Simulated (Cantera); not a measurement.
Input: 1 mol c-C4F8, 0.019 mol F2, 1.5 mol H2, equilibrated at 3125 K and 13300 Pa.

Cantera equilibrium calculation (NASA polynomials, part measured and part estimated; ideal gas, pure solids and liquids). Candidate condensed phases: C, C6H6, C7H8, C8H18; 95 gas species. The feed counts by its element totals alone. The numbers say what is thermodynamically allowed, not how fast it happens.

Question: What is the equilibrium state?

Answer: 
```json
{
  "x(F)": "0.438",
  "x(HF)": "0.398",
  "x(CF2)": "0.0855",
  "x(CF)": "0.0649",
  "x(C3)": "0.00839",
  "x(H)": "0.00273",
  "x(C)": "0.00119",
  "x(C2)": "0.000874",
  "x(CF3)": "0.000416",
  "n(C(graphite))": "2.65 mol",
  "gas_amount": "7.491 mol"
}
```
